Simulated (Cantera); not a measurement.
Charge: 1 mol Si2H6, 1.2 mol N2O, 0.55 mol H2, 0.73 mol O2, at 0.100 bar.

Method: chemical equilibrium by Gibbs-energy minimisation in Cantera with the NASA 1993 tables (ideal gas, pure condensed phases). Candidate condensed phases: H2O, Si, SiO2, Si2N2O, Si3N4; 35 gas species. The feed counts by its element totals alone. Mutual solubility and eutectic melting of coexisting phases are not modelled. The tables hold silica as quartz up to 1696 K and as liquid above; real silica turns to tridymite and cristobalite and melts near 1996 K. Kinetics and transport are ignored.

Q: Which condensed phases are stable at each of these points (T (K)): 648, 698, 748, 798, 848, 898, 948, 998, 1048, 1098, 1148, 1198, 1248?

A: 
| T (K) | condensed phases | Si condensed (%) |
|---|---|---|
| 648 | SiO2(α-quartz) + Si2N2O(s) | 100.0 |
| 698 | SiO2(α-quartz) + Si2N2O(s) | 100.0 |
| 748 | SiO2(α-quartz) + Si2N2O(s) | 100.0 |
| 798 | SiO2(α-quartz) + Si2N2O(s) | 100.0 |
| 848 | SiO2(β-quartz) + Si2N2O(s) | 100.0 |
| 898 | SiO2(β-quartz) + Si2N2O(s) | 100.0 |
| 948 | SiO2(β-quartz) + Si2N2O(s) | 100.0 |
| 998 | SiO2(β-quartz) + Si2N2O(s) | 100.0 |
| 1048 | SiO2(β-quartz) + Si2N2O(s) | 100.0 |
| 1098 | SiO2(β-quartz) + Si2N2O(s) | 100.0 |
| 1148 | SiO2(β-quartz) + Si2N2O(s) | 100.0 |
| 1198 | SiO2(β-quartz) + Si2N2O(s) | 100.0 |
| 1248 | SiO2(β-quartz) + Si2N2O(s) | 100.0 |

From 648 K to 798 K the condensed part is SiO2(α-quartz) + Si2N2O(s). From 848 K to 1248 K the condensed part is SiO2(β-quartz) + Si2N2O(s).
